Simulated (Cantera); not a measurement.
Input: 1 mol Cu₂O, 4.2 mol C, 0.93 mol H₂, at 0.650 bar.

Method: chemical equilibrium by Gibbs-energy minimisation in Cantera with the NASA 1993 tables (ideal gas, pure condensed phases). Candidate condensed phases: C, C₆H₆, C₇H₈, C₈H₁₈, Cu, CuO, Cu(OH)₂, Cu₂O, H₂O; 113 gas species. Kinetics and transport are ignored.

Which condensed phases are stable at each of these points (T (K)): 998, 1073, 1148, 1223, 1298, 1373, 1448, 1523, 1598, 1673, 1748, 1823?


```
T (K)     condensed phases  Cu condensed (%)
-----  -------------------  ----------------
998    C(graphite) + Cu(s)             100.0
1073   C(graphite) + Cu(s)             100.0
1148   C(graphite) + Cu(s)             100.0
1223   C(graphite) + Cu(s)             100.0
1298   C(graphite) + Cu(s)             100.0
1373   C(graphite) + Cu(l)             100.0
1448   C(graphite) + Cu(l)             100.0
1523   C(graphite) + Cu(l)             100.0
1598   C(graphite) + Cu(l)             100.0
1673   C(graphite) + Cu(l)             100.0
1748   C(graphite) + Cu(l)             100.0
1823   C(graphite) + Cu(l)              99.9
```

From 998 K to 1298 K the condensed part is C(graphite) + Cu(s). From 1373 K to 1823 K the condensed part is C(graphite) + Cu(l).
